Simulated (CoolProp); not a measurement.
Aqueous potassium acetate as a coolant, at 25 °C, 1 atm.

Values from CoolProp's Melinder's fits for secondary coolants.

```json
[
 {"mass %": "1.8", "freezing point (°C)": "-0.6", "density (kg/m³)": "1008", "cp (kJ/(kg K))": "4.111", "Prandtl number": "6.38", "viscosity (mPa s)": "[?]"},
 {"mass %": "6.8", "freezing point (°C)": "-2.9", "density (kg/m³)": "1034", "cp (kJ/(kg K))": "[?]", "Prandtl number": "7.09", "viscosity (mPa s)": "1.05"},
 {"mass %": "11.7", "freezing point (°C)": "-5.5", "density (kg/m³)": "1057", "cp (kJ/(kg K))": "3.770", "Prandtl number": "7.92", "viscosity (mPa s)": "1.19"},
 {"mass %": "16.6", "freezing point (°C)": "-8.6", "density (kg/m³)": "1082", "cp (kJ/(kg K))": "[?]", "Prandtl number": "8.91", "viscosity (mPa s)": "1.35"},
 {"mass %": "21.6", "freezing point (°C)": "-12.6", "density (kg/m³)": "1108", "cp (kJ/(kg K))": "3.475", "Prandtl number": "10.1", "viscosity (mPa s)": "1.55"},
 {"mass %": "26.5", "freezing point (°C)": "-18.1", "density (kg/m³)": "1136", "cp (kJ/(kg K))": "3.337", "Prandtl number": "11.6", "viscosity (mPa s)": "1.80"},
 {"mass %": "31.4", "freezing point (°C)": "-25.4", "density (kg/m³)": "1163", "cp (kJ/(kg K))": "[?]", "Prandtl number": "13.6", "viscosity (mPa s)": "2.13"},
 {"mass %": "36.4", "freezing point (°C)": "[?]", "density (kg/m³)": "1192", "cp (kJ/(kg K))": "3.067", "Prandtl number": "16.3", "viscosity (mPa s)": "2.58"}
]
```

Question: Fill in the missing entries.

Answer: 
- 1.8, viscosity (mPa s): 0.932
- 6.8, cp (kJ/(kg K)): 3.931
- 16.6, cp (kJ/(kg K)): 3.621
- 31.4, cp (kJ/(kg K)): 3.201
- 36.4, freezing point (°C): -34.7
